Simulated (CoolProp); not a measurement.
Vapour-liquid equilibrium of dimethyl carbonate (1) + n-nonane (2) at 443.2 K; x and y are mole fractions of (1).

Model: multi-fluid Helmholtz-energy mixture model, Zhou 2011 and Lemmon 2006; pair parameters Bell 2016, in CoolProp.

```csv
x,"bubble pressure, mixture model (bar)","bubble pressure, Raoult's law (bar)","y, mixture model","y, Raoult's law"
0.05,2.275,1.945,0.293,0.197
0.15,3.437,2.546,…,0.451
0.25,4.405,3.147,0.679,0.608
0.35,5.167,3.749,0.745,0.715
0.45,5.755,4.350,0.789,0.792
0.55,…,4.951,0.822,0.851
0.65,6.595,5.553,0.851,0.896
0.75,…,6.154,0.880,0.933
0.85,7.248,6.755,0.916,0.963
0.95,7.536,7.356,0.966,0.989
```

Question: What belongs in the gaps?

Answer: 
- 0.15, y, mixture model: 0.559
- 0.55, bubble pressure, mixture model (bar): 6.215
- 0.75, bubble pressure, mixture model (bar): 6.933

The largest gap from Raoult's law is +40.0 % in bubble pressure, at x = 0.25. No azeotrope shows between x = 0.05 and 0.95.

Pair parameters are fitted to limited data, so mixtures are less certain than the pure fluids.
